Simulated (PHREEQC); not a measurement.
0.51 g of hydrous ferric oxide (600 m²/g; 0.2 weak and 0.005 strong sites per Fe, Dzombak-Morel constants, diffuse double layer) in 1 kg of water with 0.005 mol/kgw of an inert sodium salt and 2.7e-05 mol Ag2SO4 and 0.00042 mol ZnSO4, at 25 °C; the pH is set by adding NaOH or the inert anion's acid. Oxygen is held at 0.21 atm. The system is closed to CO2. Precipitation was switched off in this run.

The series has 13 steps of pH, from 4 to 10.

All values are PHREEQC results (ion-association model, wateq4f.dat), not measurements.

### Question
Near which pH is half of the S sorbed, and on which side is more sorbed?

### Answer
Near pH 6.2, with more sorbed at lower pH.

### Question
Near which pH is half of the Ag sorbed, and on which side is more sorbed?

### Answer
Near pH 8.7, with more sorbed at higher pH.

### Question
Near which pH is half of the Zn sorbed, and on which side is more sorbed?

### Answer
Near pH 6.5, with more sorbed at higher pH.
